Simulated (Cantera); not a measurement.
# Stirred combustor or abatement burner

A perfectly stirred reactor is fed with CO : H₂ : CH₄ : O₂ : N₂ = 1 : 0.062 : 0.75 : 2.18 : 8.21 (molar parts), equivalence ratio 0.93, at 0.910 bar; it is adiabatic with a 650 K inlet, and is followed from long to short residence time, starting on the burning branch (τ in s: 0.045, 0.017, 0.0065, 0.0025, 0.00095, 0.00036, 0.00014, 5.2e-05, 2e-05).

Computed with Cantera and GRI-Mech 3.0 (53 species, 325 reactions).

```tsv
τ (s)	T (K)	x CO	x H₂	x CH₄	x CH₂O	x CH₂CO	x HO₂	x O
0.045	2372	0.0211	0.00353	2.38e-6	4.64e-7	4.89e-10	2.04e-6	0.00144
0.017	2348	0.0236	0.00402	5.53e-6	1.07e-6	1.26e-9	2.16e-6	0.00178
0.0065	2297	0.0282	0.00501	1.18e-5	2.19e-6	3.02e-9	2.46e-6	0.00250
0.0025	2218	0.0346	0.00654	2.42e-5	4.20e-6	6.50e-9	3.28e-6	0.00377
0.00095	2117	0.0417	0.00842	5.18e-5	8.15e-6	1.36e-8	5.03e-6	0.00559
0.00036	2003	0.0489	0.0103	0.000120	1.68e-5	3.15e-8	7.97e-6	0.00766
0.00014	1885	0.0576	0.0117	0.000311	3.80e-5	9.69e-8	1.27e-5	0.00915
5.2e-5	1738	0.0759	0.0127	0.00119	0.000120	7.03e-7	2.68e-5	0.00789
2.0e-5	650	0.0820	0.00508	0.0615	<1e-12	<1e-12	<1e-12	<1e-12
```
x: mole fraction; the columns are a selection and need not sum to one.
